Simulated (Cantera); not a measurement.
Feed: 1 mol Si, 7.8 mol H₂, at 4.60 bar.

These are equilibrium values from Cantera (NASA tables, ideal gas, pure condensed phases), not measurements of a reactor. Candidate condensed phases: Si; 9 gas species. Gases not in the tables: Si₂H₆ and higher silanes. The numbers say what is thermodynamically allowed, not how fast it happens.

### Question
Which condensed phases are stable at each of these points (T (K)): 573, 673, 773, 873, 973, 1073, 1173, 1273, 1373, 1473, 1573, 1673, 1773?

### Answer
```csv
T (K),condensed phases,Si condensed (%)
573,Si(s),100.0
673,Si(s),100.0
773,Si(s),100.0
873,Si(s),100.0
973,Si(s),100.0
1073,Si(s),100.0
1173,Si(s),100.0
1273,Si(s),100.0
1373,Si(s),100.0
1473,Si(s),100.0
1573,Si(s),100.0
1673,Si(s),100.0
1773,Si(l),100.0
```

From 573 K to 1673 K the condensed part is Si(s). At 1773 K the condensed part is Si(l).
